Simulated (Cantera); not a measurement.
What does this Cantera script print?

```python
import numpy as np
import cantera as ct

gas_names = [...]  # 135 gases of nasa_gas.yaml made of C, Cl, F, H
cond_names = """
    C(gr) C6H6(L) C7H8(L) C8H18(L),n-octa
""".split()


# ... load() reads the species with a 1 bar reference pressure and builds the phases ...
atoms = {
    'c-C4F8': {'C': 4, 'F': 8},
    'HCl': {'H': 1, 'CL': 1},
}
top_T = {'C(gr)': 4500}  # K; cautious upper limits of use, not melting points


# ... equilibrate(T, P, feed) seeds the gas with the atoms and calls Mixture.equilibrate('TP', solver="vcs", rtol=1e-11, max_steps=5000) ...
results = []
feed = {'c-C4F8': 1, 'HCl': 0.02}  # mol
P = 1000  # Pa
for T in [2500, 3000, 3500, 4000, 4500, 5000]:
    mix = equilibrate(T, P, feed)
    results.append((T, P, feed, dict(zip(mix.species_names, mix.species_moles))))
    x = sorted(zip(gas.X, gas.species_names), reverse=True)
    print(f"T = {T:g} K  P = {P:g} Pa  gas = {mix.phase_moles(0):.4g} mol")
    print("   x: " + "  ".join(f"{s} {v:.3e}" for v, s in x if v > 0.0001))
    print("   condensed (mol): " + ("  ".join(f"{mix.phase(i).name} {mix.phase_moles(i):.4g}"
          for i in range(1, mix.n_phases) if mix.phase_moles(i) > 1e-12) or "none"))
```

It prints:

```
T = 2500 K  P = 1000 Pa  gas = 5.584 mol
   x: F 5.754e-01  CF2 3.766e-01  CF 1.879e-02  CF4 1.588e-02  CF3 6.058e-03  HF 3.581e-03  CL 3.579e-03
   condensed (mol): C(gr) 1.669
T = 3000 K  P = 1000 Pa  gas = 8.015 mol
   x: F 8.194e-01  CF 9.480e-02  CF2 4.060e-02  C3 3.120e-02  C 5.068e-03  C2 3.169e-03  CL 2.495e-03  HF 2.448e-03  C5 5.710e-04  C4 1.054e-04
   condensed (mol): C(gr) 2.046
T = 3500 K  P = 1000 Pa  gas = 9.789 mol
   x: F 7.536e-01  C 8.505e-02  C3 6.862e-02  CF 6.002e-02  C2 2.685e-02  CL 2.043e-03  HF 1.255e-03  CF2 1.175e-03  H 7.829e-04  C5 3.766e-04  C4 2.286e-04
   condensed (mol): none
T = 4000 K  P = 1000 Pa  gas = 11.47 mol
   x: F 6.816e-01  C 2.722e-01  C2 1.980e-02  CF 1.569e-02  C3 7.053e-03  CL 1.744e-03  H 1.569e-03  HF 1.738e-04
   condensed (mol): none
T = 4500 K  P = 1000 Pa  gas = 11.96 mol
   x: F 6.660e-01  C 3.239e-01  C2 3.611e-03  CF 2.790e-03  CL 1.672e-03  H 1.648e-03  C3 1.335e-04
   condensed (mol): none
T = 5000 K  P = 1000 Pa  gas = 12.03 mol
   x: F 6.645e-01  C 3.301e-01  CL 1.663e-03  H 1.658e-03  C2 7.266e-04  CF 6.279e-04  Electron 3.474e-04  C+ 3.216e-04
   condensed (mol): none
```

These are equilibrium values from Cantera (NASA tables, ideal gas, pure condensed phases), not measurements of a reactor. The feed counts by its element totals alone. Gases not in the tables: C2F6 and larger saturated fluorocarbons.
